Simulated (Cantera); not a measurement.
**Adiabatic ignition**

An adiabatic, constant-pressure homogeneous reactor starts with 6.04 % CH3OH, 19.7 % O2, 74.3 % N2, at 1050 K and 2800000 Pa.

Model: GRI-Mech 3.0 (53 species, 325 reactions), integrated in Cantera. GRI-Mech 3.0 was tuned for natural gas; its chemistry of methanol as a main component is partial and can be far from experiment. The pressure lies above the range GRI-Mech 3.0 was tuned for (to about 10 atm).

| t (s) | T (K) | x CH3OH | x O2 | x C2H6 | x NO | x CH4 | x H | x CH3 |
|---|---|---|---|---|---|---|---|---|
| 3.00e-6 | 1050 | 0.0604 | 0.197 | <1e-12 | <1e-12 | 3.59e-11 | <1e-12 | 9.51e-11 |
| 9.72e-6 | 1050 | 0.0604 | 0.197 | <1e-12 | <1e-12 | 2.50e-10 | <1e-12 | 1.69e-10 |
| 3.15e-5 | 1050 | 0.0604 | 0.197 | <1e-12 | <1e-12 | 1.15e-9 | <1e-12 | 1.88e-10 |
| 0.000102 | 1050 | 0.0604 | 0.197 | <1e-12 | <1e-12 | 4.14e-9 | <1e-12 | 1.88e-10 |
| 0.000330 | 1050 | 0.0604 | 0.197 | <1e-12 | <1e-12 | 1.38e-8 | <1e-12 | 1.88e-10 |
| 0.00107 | 1050 | 0.0604 | 0.197 | <1e-12 | <1e-12 | 4.49e-8 | <1e-12 | 1.87e-10 |
| 0.00346 | 1050 | 0.0604 | 0.197 | <1e-12 | <1e-12 | 1.44e-7 | 1.50e-12 | 1.83e-10 |
| 0.0112 | 1050 | 0.0603 | 0.197 | 1.29e-12 | <1e-12 | 4.44e-7 | 5.29e-11 | 1.50e-10 |
| 0.0363 | 2083 | <1e-12 | 0.103 | <1e-12 | 0.000604 | <1e-12 | 3.22e-6 | <1e-12 |
| 0.118 | 2078 | <1e-12 | 0.102 | <1e-12 | 0.00263 | <1e-12 | 3.09e-6 | <1e-12 |
| 0.381 | 2072 | <1e-12 | 0.100 | <1e-12 | 0.00545 | <1e-12 | 2.91e-6 | <1e-12 |
| 1.23 | 2071 | <1e-12 | 0.0998 | <1e-12 | 0.00610 | <1e-12 | 2.87e-6 | <1e-12 |
| 4.00 | 2071 | <1e-12 | 0.0998 | <1e-12 | 0.00610 | <1e-12 | 2.87e-6 | <1e-12 |
x: mole fraction; the columns are a selection and need not sum to one.

```yaml
time_of_steepest_temperature_rise: 16.4 ms
temperature at 4.00 s: 2071 K
equilibrium_temperature: 2071 K
x(CH3OH) at 4.00 s: <1e-12 (gas-phase equilibrium <1e-12)
x(O2) at 4.00 s: 0.0998 (gas-phase equilibrium 0.0998)
x(C2H6) at 4.00 s: <1e-12 (gas-phase equilibrium <1e-12)
```
